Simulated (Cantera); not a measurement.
Input (Python, Cantera):

```python
import numpy as np
import cantera as ct

gas = ct.Solution("h2o2.yaml")
gas.TPX = 1100, 13332, {'H2': 0.54, 'O2': 1, 'N2': 5.9}
reactor = ct.IdealGasConstPressureReactor(gas, energy="off", clone=False)
net = ct.ReactorNet([reactor])
net.rtol, net.atol = 1e-08, 1e-18
show = ['H2', 'O2', 'H2O2', 'O', 'H2O', 'H', 'HO2']
times = np.geomspace(1e-06, 2, 9)

steps = ct.SolutionArray(gas, extra=["t"])
rows = []
print(f"{'t/s':>10s}{'T/K':>9s}{'P/Pa':>11s}" + "".join(f"{s:>11s}" for s in show))
for t in times:
    while net.time < t:
        t_next = net.step()
        steps.append(gas.state, t=t_next)
    rows.append([np.interp(t, steps.t, y) for y in (steps.T, steps.P, *steps(*show).X.T)])
    print(f"{t:10.3e}{rows[-1][0]:9.1f}{rows[-1][1]:11.4g}" + "".join(f"{x:11.3e}" for x in rows[-1][2:]))
rate = np.gradient(steps.T, steps.t)
print("integrator steps:", len(steps.t))
if steps.T.max() > steps.T[0] + 200:
    print(f"time of steepest temperature rise: {steps.t[rate.argmax()]:.4e} s")
gas.TPX = 1100, 13332, {'H2': 0.54, 'O2': 1, 'N2': 5.9}
gas.equilibrate("TP")
print(f"equilibrium (TP): T = {gas.T:.1f} K  " + "  ".join(f"{s} {gas[s].X[0]:.3e}" for s in show))
```

Output:

```
       t/s      T/K       P/Pa         H2         O2       H2O2          O        H2O          H        HO2
 1.000e-06   1100.0  1.333e+04  7.258e-02  1.344e-01  1.305e-16  1.094e-13  6.753e-15  1.124e-11  1.136e-11
 6.132e-06   1100.0  1.333e+04  7.258e-02  1.344e-01  4.885e-15  3.743e-12  1.262e-12  6.688e-11  6.987e-11
 3.761e-05   1100.0  1.333e+04  7.258e-02  1.344e-01  1.855e-13  1.050e-10  1.547e-10  4.665e-10  4.370e-10
 2.306e-04   1100.0  1.333e+04  7.258e-02  1.344e-01  9.263e-12  1.387e-08  5.574e-08  4.201e-08  5.092e-09
 1.414e-03   1100.0  1.333e+04  4.603e-03  1.020e-01  6.931e-07  7.010e-03  6.119e-02  1.457e-02  1.056e-05
 8.672e-03   1100.0  1.333e+04  9.388e-05  1.017e-01  4.619e-07  1.109e-04  7.510e-02  2.249e-05  3.501e-06
 5.318e-02   1100.0  1.333e+04  2.101e-06  1.018e-01  5.980e-08  3.237e-06  7.529e-02  1.112e-07  2.053e-07
 3.261e-01   1100.0  1.333e+04  1.161e-07  1.018e-01  7.708e-09  2.720e-07  7.531e-02  2.623e-09  1.837e-08
 2.000e+00   1100.0  1.333e+04  1.348e-08  1.018e-01  1.177e-09  3.585e-08  7.531e-02  1.244e-10  2.694e-09
integrator steps: 1654
equilibrium (TP): T = 1100.0 K  H2 8.575e-10  O2 1.018e-01  H2O2 7.929e-11  O 2.195e-09  H2O 7.531e-02  H 2.087e-12  HO2 1.215e-09
```

Computed with Cantera and the H2/O2 subset of GRI-Mech 3.0, which has no nitrogen chemistry. The temperature is held fixed by assumption; the heat of reaction is taken as removed at once.
